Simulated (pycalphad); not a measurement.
Computed with pycalphad from the COST 507 light-alloy database (1999), at 1 atm. No gas phase is included, though pure Mg would boil below 1377 °C. The data set is of 1999 and partly superseded. Diffusion is slow at the low end, where real alloys seldom reach equilibrium.

Mg-9.28Al-1.06Si (at.%): equilibrium cooling sequence

```json
[
 {"T (°C)": "596.2", "phases above": "LIQUID", "phases below": "LIQUID + MG2SI"},
 {"T (°C)": "588.2", "phases above": "LIQUID + MG2SI", "phases below": "HCP_A3 + LIQUID + MG2SI"},
 {"T (°C)": "462.4", "phases above": "HCP_A3 + LIQUID + MG2SI", "phases below": "HCP_A3 + MG2SI"},
 {"T (°C)": "391.3", "phases above": "HCP_A3 + MG2SI", "phases below": "ALMG_GAMMA + HCP_A3 + MG2SI"}
]
```

Changes were sought between steps of 50 K, so a narrower field can be missed.

Database names, with the compositions (at.%) that they take in these runs: MG2SI: Mg 67 Si 33; ALMG_GAMMA: Mg 59 Al 40. HCP_A3 is hcp.
